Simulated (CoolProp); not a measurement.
Properties of R11 along the isobar 8.82 bar (Tc = 471.1 K, pc = 44.08 bar, ω = 0.189).

Model: reference Helmholtz-energy equation of state, Jacobsen 1992, in CoolProp.

```json
[
 {"T (K)": "201.2", "phase": "liquid", "speed of sound (m/s)": "1100", "isothermal compressibility (1/MPa)": "0.0007114", "fugacity coefficient": "0.0005691"},
 {"T (K)": "228", "phase": "liquid", "speed of sound (m/s)": "990.0", "isothermal compressibility (1/MPa)": "0.0009082", "fugacity coefficient": "0.004301"},
 {"T (K)": "254.8", "phase": "liquid", "speed of sound (m/s)": "887.7", "isothermal compressibility (1/MPa)": "0.001172", "fugacity coefficient": "0.01988"},
 {"T (K)": "281.6", "phase": "liquid", "speed of sound (m/s)": "793.0", "isothermal compressibility (1/MPa)": "0.001534", "fugacity coefficient": "0.06519"},
 {"T (K)": "308.4", "phase": "liquid", "speed of sound (m/s)": "703.3", "isothermal compressibility (1/MPa)": "0.002057", "fugacity coefficient": "0.1668"},
 {"T (K)": "335.2", "phase": "liquid", "speed of sound (m/s)": "615.9", "isothermal compressibility (1/MPa)": "0.002863", "fugacity coefficient": "0.3543"},
 {"T (K)": "362", "phase": "liquid", "speed of sound (m/s)": "527.4", "isothermal compressibility (1/MPa)": "0.004241", "fugacity coefficient": "0.6522"},
 {"T (K)": "388.8", "phase": "gas", "speed of sound (m/s)": "141.9", "isothermal compressibility (1/MPa)": "1.361", "fugacity coefficient": "0.8760"},
 {"T (K)": "415.6", "phase": "gas", "speed of sound (m/s)": "151.3", "isothermal compressibility (1/MPa)": "1.293", "fugacity coefficient": "0.9001"},
 {"T (K)": "442.4", "phase": "gas", "speed of sound (m/s)": "159.2", "isothermal compressibility (1/MPa)": "1.253", "fugacity coefficient": "0.9183"},
 {"T (K)": "469.2", "phase": "gas", "speed of sound (m/s)": "166.4", "isothermal compressibility (1/MPa)": "1.227", "fugacity coefficient": "0.9325"}
]
```
